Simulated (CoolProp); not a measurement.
Values from CoolProp's reference Helmholtz-energy equation of state, Kamei 1995.

### Question
For R22, give the phase and the cp (kJ/(kg K)), expansivity (1/kK), conductivity (mW/(m K)) at 500 K and 2500 kPa.

### Answer
- 500 K and 2500 kPa: gas; cp 0.902, expansivity 2.52, conductivity 28.2

Thermal conductivity comes from a separate model (McLinden 2000), an estimate that may be off by 10 % or more.
